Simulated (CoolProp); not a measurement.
Saturated liquid density (kg/m³) of octamethylcyclotetrasiloxane (D4): the reference equation beside estimates from Tc = 586.5 K, pc = 1.347 MPa, ω = 0.598. Rackett uses Z = 0.29056 − 0.08775 ω.

Model: reference Helmholtz-energy equation of state, Thol 2015, in CoolProp.

```json
[
 {"T (K)": "327.9", "reference": "916.6", "Rackett": "1072", "Redlich-Kwong": "766.9", "Soave-Redlich-Kwong": "817.6", "Peng-Robinson": "919.1"},
 {"T (K)": "338.5", "reference": "904.2", "Rackett": "1057", "Redlich-Kwong": "756.8", "Soave-Redlich-Kwong": "809.5", "Peng-Robinson": "910.5"},
 {"T (K)": "349.1", "reference": "891.8", "Rackett": "1043", "Redlich-Kwong": "746.4", "Soave-Redlich-Kwong": "800.9", "Peng-Robinson": "901.4"},
 {"T (K)": "359.7", "reference": "879.3", "Rackett": "1028", "Redlich-Kwong": "735.6", "Soave-Redlich-Kwong": "791.9", "Peng-Robinson": "891.8"},
 {"T (K)": "370.3", "reference": "866.6", "Rackett": "1013", "Redlich-Kwong": "724.4", "Soave-Redlich-Kwong": "782.4", "Peng-Robinson": "881.6"},
 {"T (K)": "380.9", "reference": "853.7", "Rackett": "997.2", "Redlich-Kwong": "712.8", "Soave-Redlich-Kwong": "772.5", "Peng-Robinson": "870.9"},
 {"T (K)": "391.5", "reference": "840.7", "Rackett": "981.4", "Redlich-Kwong": "700.8", "Soave-Redlich-Kwong": "761.9", "Peng-Robinson": "859.6"},
 {"T (K)": "402.1", "reference": "827.4", "Rackett": "965.3", "Redlich-Kwong": "688.4", "Soave-Redlich-Kwong": "750.8", "Peng-Robinson": "847.6"},
 {"T (K)": "412.7", "reference": "813.9", "Rackett": "948.7", "Redlich-Kwong": "675.4", "Soave-Redlich-Kwong": "739.0", "Peng-Robinson": "834.9"},
 {"T (K)": "423.3", "reference": "800.1", "Rackett": "931.7", "Redlich-Kwong": "662.0", "Soave-Redlich-Kwong": "726.6", "Peng-Robinson": "821.3"},
 {"T (K)": "433.9", "reference": "786.0", "Rackett": "914.3", "Redlich-Kwong": "648.0", "Soave-Redlich-Kwong": "713.3", "Peng-Robinson": "806.9"}
]
```

Absolute difference from the reference over all 11 rows, mean and median: Rackett 16.7 and 16.8 %, Redlich-Kwong 16.7 and 16.5 %, Soave-Redlich-Kwong 9.7 and 9.5 %, Peng-Robinson 1.8 and 2.0 %.
